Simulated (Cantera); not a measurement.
Feed: 1 mol MgO, 0.098 mol Cl₂, 1 mol N₂, held at 19.0 mbar.

Method: chemical equilibrium by Gibbs-energy minimisation in Cantera with the NASA 1993 tables (ideal gas, pure condensed phases). Candidate condensed phases: Mg, MgCl₂, MgO; 18 gas species. Rates play no part.

x: gas mole fraction; n: condensed amount in mol.

```
T (°C)   x N₂   x Cl₂  x MgCl₂     x Cl     x O₂  x NO  n MgO(s)
------  -----  ------  -------  -------  -------  ----  --------
825     0.907  0.0818  0.00553  0.00307  0.00276     …     0.994
875     0.904  0.0759   0.0100  0.00536  0.00501     …     0.989
925     0.899  0.0671   0.0167  0.00870  0.00832     …     0.981
975     0.893  0.0557   0.0253   0.0131   0.0126     …     0.972
1025    0.886  0.0428   0.0350   0.0183   0.0174     …     0.961
1075    0.880  0.0303   0.0440   0.0237   0.0219     …     0.950
1125    0.874  0.0201   0.0512   0.0288   0.0255     …     0.941
1175    0.870  0.0127   0.0560   0.0332   0.0278     …     0.936
```

Problem. What belongs in the gaps?

Solution. 
- 825, x NO: 1.03e-5
- 875, x NO: 2.13e-5
- 925, x NO: 4.09e-5
- 975, x NO: 7.26e-5
- 1025, x NO: 0.000119
- 1075, x NO: 0.000183
- 1125, x NO: 0.000263
- 1175, x NO: 0.000360
